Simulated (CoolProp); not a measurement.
Water along the isotherm 1000 K: Z from the reference equation and from simpler models built on Tc = 647.1 K, pc = 220.6 bar, ω = 0.344; each cubic takes its own stable root.

Values from CoolProp's reference Helmholtz-energy equation of state, Wagner 2002.

| p (bar) | phase | reference |
|---|---|---|
| 3.16 | gas | 0.9992 |
| 4.64 | gas | 0.9988 |
| 6.81 | gas | 0.9983 |
| 10 | gas | 0.9974 |
| 14.7 | gas | 0.9962 |
| 21.5 | gas | 0.9945 |
| 31.6 | gas | 0.9919 |
| 46.4 | gas | 0.9881 |
| 68.1 | gas | 0.9825 |
| 100 | gas | 0.9742 |
| 147 | gas | 0.9620 |
| 215 | gas | 0.9445 |
| 316 | supercritical | 0.9191 |
| 464 | supercritical | 0.8849 |
| 681 | supercritical | 0.8452 |
| 1000 | supercritical | 0.8163 |

**Question.** How far does each simpler model (Redlich-Kwong, Soave-Redlich-Kwong, Peng-Robinson) lie from the reference over these 16 states: mean and median of the absolute difference, and the worst?

**Answer.** 
- Redlich-Kwong: mean 1.4 %, median 0.8 %, worst -4.2 % at 1000 K and 464 bar
- Soave-Redlich-Kwong: mean 2.8 %, median 0.3 %, worst +19.4 % at 1000 K and 1000 bar
- Peng-Robinson: mean 1.5 %, median 0.2 %, worst +12.9 % at 1000 K and 1000 bar
